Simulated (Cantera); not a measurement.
A Cantera script and what it prints.

```python
import numpy as np
import cantera as ct

gas_names = """
    B BCL BCL2 BCL3 BH BH2 BH3 BO BOCL BO2 B2 B2O B2O2 B2O3 B3O3CL3 B3O3H3 CL CLO CL2 H HBO HBO2 HCL
    HOCL HO2 H2 H2O H2O2 H3B3O6 O OH O2 O3
""".split()
cond_names = """
    B(b) B(L) B2O3(L) B3O3H3(cr) H2O(s) H2O(L)
""".split()


# ... load() reads the species with a 1 bar reference pressure and builds the phases ...
atoms = {
    'B2O3': {'B': 2, 'O': 3},
    'HCl': {'H': 1, 'CL': 1},
    'H2': {'H': 2},
}
top_T = {}  # K; cautious upper limits of use, not melting points


# ... equilibrate(T, P, feed) seeds the gas with the atoms and calls Mixture.equilibrate('TP', solver="vcs", rtol=1e-11, max_steps=5000) ...
results = []
feed = {'B2O3': 1, 'HCl': 22, 'H2': 0.58}  # mol
P = 19000  # Pa
for T in [1150, 1200, 1250, 1300, 1350, 1400, 1450, 1500, 1550, 1600, 1650, 1700, 1750]:
    mix = equilibrate(T, P, feed)
    results.append((T, P, feed, dict(zip(mix.species_names, mix.species_moles))))

top = {s: max(r[3][s] / sum(r[3][g] for g in gas_names) for r in results) for s in gas_names}
cols = sorted((s for s in top if top[s] > 1e-05), key=lambda s: -top[s])[:7]
seen = [c for c in cond_names if any(r[3].get(c, 0) > 1e-12 for r in results)]
print("log10 of partial pressures in bar; condensed amounts in mol")
print(f"{'T/K':>10s}" + "".join(f"{s[:9]:>10s}" for s in cols + seen))
for T, P, feed, n in results:
    ng = sum(n[g] for g in gas_names)
    print(f"{T:10.4g}" + "".join(f"{np.log10(max(n[s] / ng * P / 1e5, 1e-99)):10.3f}" for s in cols)
          + "".join(f"{n.get(c, 0):10.4g}" for c in seen))
```

Output:

```
log10 of partial pressures in bar; condensed amounts in mol
       T/K       HCL        H2      HBO2      BOCL      B2O3       H2O        CL   B2O3(L)
      1150    -0.733    -2.311    -5.398    -6.312    -8.779    -3.989    -6.760    0.9939
      1200    -0.733    -2.311    -5.028    -5.851    -8.036    -3.896    -6.344    0.9919
      1250    -0.733    -2.311    -4.690    -5.427    -7.356    -3.812    -5.961    0.9892
      1300    -0.733    -2.311    -4.381    -5.035    -6.730    -3.738    -5.608    0.9854
      1350    -0.734    -2.311    -4.097    -4.672    -6.153    -3.672    -5.280    0.9797
      1400    -0.734    -2.311    -3.836    -4.335    -5.619    -3.614    -4.976    0.9709
      1450    -0.735    -2.311    -3.596    -4.021    -5.124    -3.564    -4.693    0.9573
      1500    -0.736    -2.311    -3.375    -3.728    -4.664    -3.519    -4.428    0.9358
      1550    -0.737    -2.310    -3.169    -3.454    -4.235    -3.478    -4.181    0.9015
      1600    -0.739    -2.310    -2.976    -3.199    -3.834    -3.440    -3.951    0.8462
      1650    -0.742    -2.310    -2.795    -2.963    -3.459    -3.402    -3.735    0.7561
      1700    -0.747    -2.309    -2.624    -2.745    -3.107    -3.363    -3.534    0.6075
      1750    -0.755    -2.310    -2.462    -2.544    -2.776    -3.324    -3.347    0.3597
```

Method: chemical equilibrium by Gibbs-energy minimisation in Cantera with the NASA 1993 tables (ideal gas, pure condensed phases). The tables' values for BOCl, BCl2 are old estimates; treat these amounts as uncertain. Gases not in the tables: H3BO3, BHCl2.
